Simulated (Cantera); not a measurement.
A perfectly stirred reactor is fed with CH₄ : O₂ : N₂ : CO₂ = 1 : 2.13 : 8 : 0.03 (molar parts), equivalence ratio 0.94, at 4.93 atm; it is adiabatic with a 425 K inlet, and is followed from long to short residence time, starting on the burning branch (τ in s: 0.37, 0.12, 0.042, 0.014, 0.0047, 0.0016, 0.00054, 0.00018, 6.1e-05, 2e-05, 6.9e-06).

Detailed kinetics in Cantera: GRI-Mech 3.0 (53 species, 325 reactions).

Problem. Predict: blow-out, bracketed by the residence times tried; x(CH₄) at τ = 0.370 s; x(O₂) at τ = 0.370 s; x(N₂O) at τ = 0.370 s; x(CH₄) at τ = 1.60 ms; x(O₂) at τ = 1.60 ms; x(N₂O) at τ = 1.60 ms; x(C₂H₄) at τ = 1.60 ms; x(CH₂CO) at τ = 1.60 ms.

Solution. 
```json
{
  "blow_out_bracketed_by_the_residence_times_tried": "burning at 61.0 µs, out at 20.0 µs",
  "x(CH₄) at τ = 0.370 s": "3.04e-7",
  "x(O₂) at τ = 0.370 s": "0.0118",
  "x(N₂O) at τ = 0.370 s": "3.99e-7",
  "x(CH₄) at τ = 1.60 ms": "3.91e-5",
  "x(O₂) at τ = 1.60 ms": "0.0158",
  "x(N₂O) at τ = 1.60 ms": "5.67e-7",
  "x(C₂H₄) at τ = 1.60 ms": "2.68e-8",
  "x(CH₂CO) at τ = 1.60 ms": "3.34e-8"
}
```
